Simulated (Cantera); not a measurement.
A perfectly stirred reactor is fed with 1.18 % CH4, 0.658 % O2, 98.2 % N2, at 9.70 bar; it is held at 1600 K, and followed from long to short residence time.

Detailed kinetics in Cantera: GRI-Mech 3.0 (53 species, 325 reactions).

**Question.** Predict: x(CH4) at τ = 0.580 s; x(O2) at τ = 0.580 s; x(CH2O) at τ = 0.580 s; x(C2H6) at τ = 0.580 s; x(CH4) at τ = 24.0 ms; x(O2) at τ = 24.0 ms; x(CH2O) at τ = 24.0 ms; x(HCO) at τ = 24.0 ms; x(C2H6) at τ = 24.0 ms.

**Answer.** 
| Item | Value |
|---|---|
| x(CH4) at τ = 0.580 s | 0.00255 |
| x(O2) at τ = 0.580 s | 7.03e-5 |
| x(CH2O) at τ = 0.580 s | 3.54e-7 |
| x(C2H6) at τ = 0.580 s | 3.16e-6 |
| x(CH4) at τ = 24.0 ms | 0.00495 |
| x(O2) at τ = 24.0 ms | 0.00101 |
| x(CH2O) at τ = 24.0 ms | 7.57e-6 |
| x(HCO) at τ = 24.0 ms | 1.34e-9 |
| x(C2H6) at τ = 24.0 ms | 3.48e-5 |
